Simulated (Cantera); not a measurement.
A closed system holds: 1 mol CF4, 0.34 mol F2, 14 mol H2, held at 1675 °C and 2.33 Torr.

These are equilibrium values from Cantera (NASA tables, ideal gas, pure condensed phases), not measurements of a reactor. Candidate condensed phases: C, C6H6, C7H8, C8H18; 95 gas species. Equilibrium is a limit: real reactors are often held back by kinetics, nucleation or transport.

Base state: H2 0.699, HF 0.284, H 0.0170, C2H2 (acetylene) 0.000377 (mole fractions); condensed: C(graphite).

**Question.** What changes in the equilibrium state with this change: temperature from 1675 °C to 1750 °C?

**Answer.** 
| species | before | after |
|---|---|---|
| H2 | 0.699 | 0.689 |
| HF | 0.284 | 0.282 |
| H | 0.0170 | 0.0283 |
| C2H2 (acetylene) | 0.000377 | 0.000615 |
| C(graphite), mol | 0.988 | 0.980 |

**Question.** What changes in the equilibrium state with this change: CF4 replaced by CH3Cl?

**Answer.** 
```
species             before     after
----------------  --------  --------
H2                   0.699     0.879
HCl                      0    0.0596
HF                   0.284    0.0412
H                   0.0170    0.0190
Cl                       0  0.000968
C2H2 (acetylene)  0.000377  0.000474
C(graphite), mol     0.988     0.984
```
